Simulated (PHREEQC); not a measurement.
Make-up at 20 °C: 0.23 mol CdCl2, 0.16 mol CuCl2 and 0.00015 mol NaF per kg of water. Closed to the air; pH follows from the charge balance.

Equilibrium calculation in PHREEQC: ion-association model, phreeqc.dat.

**Question.** The ionic strength comes out as 0.572 mol/kgw. What activity coefficients do H+, CdF+, F-, CuCl+, CuF+ get?

**Answer.** H+ 0.76, CdF+ 0.74, F- 0.62, CuCl+ 0.64, CuF+ 0.74.

No solid was allowed to form.
